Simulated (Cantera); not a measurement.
Low-pressure radical oxidation in H2/O2

An isothermal, constant-pressure homogeneous reactor starts with H₂ : O₂ = 0.015 : 1 (molar parts), equivalence ratio 0.0075, at 1123 K and 0.0306 atm.

Detailed kinetics in Cantera: the H2/O2 subset of GRI-Mech 3.0, which has no nitrogen chemistry. Radical loss at walls, strong at low pressure, is not modelled.

```
t (s)         x H₂   x O₂       x O       x H      x OH
--------  --------  -----  --------  --------  --------
0.000900    0.0148  0.985   9.53e-8   1.74e-8   6.00e-8
0.00260     0.0143  0.985  0.000324   6.13e-5  0.000198
0.00749    9.82e-5  0.976   0.00871  0.000729  0.000812
0.0216     4.13e-5  0.980   0.00428  0.000238  0.000544
0.0624     1.13e-5  0.984   0.00118   3.45e-5  0.000286
0.180      1.95e-6  0.985  0.000212   2.62e-6  0.000121
0.520      2.94e-7  0.985   3.33e-5   1.64e-7   4.84e-5
1.50       5.00e-8  0.985   5.87e-6   1.22e-8   2.04e-5
4.33       1.05e-8  0.985   1.27e-6   1.22e-9   9.48e-6
12.5       2.64e-9  0.985   3.28e-7  1.61e-10   4.82e-6
36.0      7.77e-10  0.985   9.77e-8  2.62e-11   2.63e-6
104       2.91e-10  0.985   3.68e-8  6.09e-12   1.61e-6
300       2.00e-10  0.985   2.53e-8  3.49e-12   1.34e-6
```
x: mole fraction; the columns are a selection and need not sum to one.

Equilibrium at this temperature and pressure: H₂ 1.97e-10, O₂ 0.985, O 2.50e-8, H 3.42e-12, OH 1.33e-6 (gas phase only).
